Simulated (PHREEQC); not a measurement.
KOH is added in steps, without added water, to 1 kg of water holding 0.1 mol/kgw ZnSO4, 0.035 mol/kgw NaOH and 0.001 mol/kgw HCl, at 25 °C. O2 is buffered at 0.21 atm. No CO2 enters from the air. The run lets Zn(OH)2-e, Zn4(OH)6SO4, Zn5(OH)8Cl2, Halite, Mirabilite, Goslarite precipitate or redissolve, and no other solid.

Base run: PHREEQC, ion-association model, wateq4f.dat. Each further column changes one thing. The table gives Zn+2 (mol/kgw).

```tsv
KOH added (mol)	base	ZnSO4 from 0.1 to 0.11 mol/kgw	diluted 2-fold with water	HCl left out	no solid may form
0	0.0354	0.0397	0.0196	0.0350	0.0361
0.01688	0.0292	0.0335	0.0132	0.0288	___
0.02813	0.0253	0.0295	0.00929	0.0249	0.0277
0.045	0.0196	0.0238	0.00382	0.0193	0.0232
0.06187	0.0143	0.0184	0.000165	0.0140	0.0191
0.07312	0.0110	0.0150	0.000158	0.0107	0.0165
0.09	0.00638	0.0102	3.30e-12	0.00611	0.0128
0.1069	0.00213	0.00571	2.99e-13	0.00189	0.00946
0.1181	0.000136	___	1.43e-13	0.000135	0.00739
0.135	0.000133	0.000133	6.85e-14	___	0.00453
0.1519	0.000129	0.000129	___	0.000129	0.00199
0.1631	0.000128	0.000128	3.11e-14	0.000127	___
0.18	1.16e-12	0.000125	___	1.01e-12	2.02e-5
```

Question: Complete the blanks.

Answer: 
- 0.01688, no solid may form: 0.0309
- 0.1181, ZnSO4 from 0.1 to 0.11 mol/kgw: 0.00295
- 0.135, HCl left out: 0.000132
- 0.1519, diluted 2-fold with water: 4.09e-14
- 0.1631, no solid may form: 0.000617
- 0.18, diluted 2-fold with water: 2.21e-14

 In at least one series the solution becomes supersaturated in solids that the run did not let form, among them Zn(OH)2-e, Zn4(OH)6SO4, Zn5(OH)8Cl2. Solids allowed in the column 'HCl left out': Zn(OH)2-e, Zn4(OH)6SO4, Mirabilite, Goslarite.
